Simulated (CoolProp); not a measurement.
Vapour-liquid equilibrium of ethane (1) + CHF3 (R23) (2) at 0.402 MPa; x and y are mole fractions of (1).

Model: multi-fluid Helmholtz-energy mixture model, Bücker 2006 and Penoncello 2003; pair parameters Bell 2016, in CoolProp.

```
x      bubble temperature (°C)  y at the bubble point  dew temperature at overall composition x (°C)  liquid density (mol/L)
-----  -----------------------  ---------------------  ---------------------------------------------  ----------------------
0.05                     -60.8                  0.268                                          -55.4                   19.15
0.125                    -65.9                  0.442                                          -57.2                   19.03
0.2                      -67.8                  0.507                                          -59.0                   18.76
0.275                    -68.5                  0.532                                          -61.0                   18.46
0.35                     -68.7                  0.541                                          -63.1                   18.18
0.425                    -68.8                  0.544                                          -65.3                   17.93
0.5                      -68.8                  0.545                                          -67.6                   17.71
0.575                    -68.8                  0.548                                          -68.5                   17.55
0.65                     -68.7                  0.555                                          -66.9                   17.41
0.725                    -68.5                  0.572                                          -65.1                   17.31
0.8                      -67.8                  0.607                                          -63.2                   17.22
0.875                    -66.3                  0.675                                          -61.4                   17.11
0.95                     -62.8                  0.816                                          -59.6                   16.95
```

y crosses x between x = 0.5 and 0.575: the model has an azeotrope there.

The pair parameters rest on a limited set of measurements; away from them the model extrapolates. With so large a gap from Raoult's law the liquid may split in two, which this calculation doesn't test in full.
